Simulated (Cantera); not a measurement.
What does this Cantera script print?

```python
import numpy as np
import cantera as ct

gas_names = [...]  # 92 gases of nasa_gas.yaml made of C, H, N
cond_names = """
    C(gr) C6H6(L) C7H8(L) C8H18(L),n-octa
""".split()


# ... load() reads the species with a 1 bar reference pressure and builds the phases ...
atoms = {
    'C2H6': {'C': 2, 'H': 6},
    'H2': {'H': 2},
    'N2': {'N': 2},
}
top_T = {'C(gr)': 4500}  # K; cautious upper limits of use, not melting points


# ... equilibrate(T, P, feed) seeds the gas with the atoms and calls Mixture.equilibrate('TP', solver="vcs", rtol=1e-11, max_steps=5000) ...
results = []
feed = {'C2H6': 1, 'H2': 92, 'N2': 12}  # mol
T = 2150  # K
P = 4000  # Pa
mix = equilibrate(T, P, feed)
results.append((T, P, feed, dict(zip(mix.species_names, mix.species_moles))))
x = sorted(zip(gas.X, gas.species_names), reverse=True)
print(f"T = {T:g} K  P = {P:g} Pa  gas = {mix.phase_moles(0):.4g} mol")
print("   x: " + "  ".join(f"{s} {v:.3e}" for v, s in x if v > 0.001))
print("   condensed (mol): " + ("  ".join(f"{mix.phase(i).name} {mix.phase_moles(i):.4g}"
      for i in range(1, mix.n_phases) if mix.phase_moles(i) > 1e-12) or "none"))
```

It prints:

```
T = 2150 K  P = 4000 Pa  gas = 108.1 mol
   x: H2 8.635e-01  N2 1.069e-01  H 1.960e-02  HCN 7.754e-03  C2H2,acetylene 1.673e-03
   condensed (mol): C(gr) 0.7362
```

Equilibrium computed with Cantera from the NASA thermochemical tables; the gas is ideal and each condensed phase is pure.
